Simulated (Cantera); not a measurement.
## Diamond growth

A diamond (100) surface in a fixed gas of H2 with x(CH4) = 0.024, x(H) = 0.015, at 975 K, 0.0266 atm; coverages are run to steady state.

Cantera simulation using the Harris–Goodwin 1993 mechanism for the reconstructed diamond (100) surface; the numbers are that mechanism's predictions, not measurements.

```csv
x(CH3),growth (µm/h),θ c6HH,θ c6H*,θ c6*H,θ c6**,θ c6HM
1e-06,0.0126,0.620,0.0162,0.356,0.00817,4.00e-5
2.8e-06,0.0353,0.620,0.0162,0.356,0.00817,0.000112
8e-06,0.101,0.620,0.0162,0.356,0.00817,0.000320
2.3e-05,0.290,0.619,0.0162,0.355,0.00816,0.000919
6.5e-05,0.817,0.618,0.0162,0.355,0.00813,0.00259
0.00018,2.25,0.614,0.0161,0.352,0.00807,0.00713
0.00052,6.36,0.603,0.0158,0.346,0.00788,0.0202
0.0015,17.4,0.575,0.0150,0.329,0.00737,0.0551
0.0042,42.3,0.510,0.0133,0.291,0.00624,0.134
```
θ: site fractions in the mechanism's names (c6HH fully hydrogenated, c6H* and c6*H radical sites, c6** diradical, c6HM methylated).
